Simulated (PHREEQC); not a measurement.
Dissolve 0.39 mol/kgw MgSO4, 2.8 mol/kgw KCl and 2.7 mol/kgw KBr at 25 °C. Closed to the air; pH follows from the charge balance.

All values are PHREEQC results (Pitzer model, pitzer.dat), not measurements.

```
quantity                            before    after
---------------------------------  -------  -------
MgOH+ (mol/kgw)                    1.73e-6  1.25e-6
HSO4- (mol/kgw)                    1.48e-6  9.29e-7
SI of Schoenite (K2Mg(SO4)2:6H2O)    -0.08    -0.56
SI of Leonite (K2Mg(SO4)2:4H2O)      -0.23    -0.81
```

Question: What was changed between the two runs?
A. diluted 100-fold with water
B. diluted 2-fold with water
C. KCl left out

Answer: C, KCl left out

This is a speciation only: nothing precipitates in the calculation. Some of these states are supersaturated (in Arcanite, for instance).
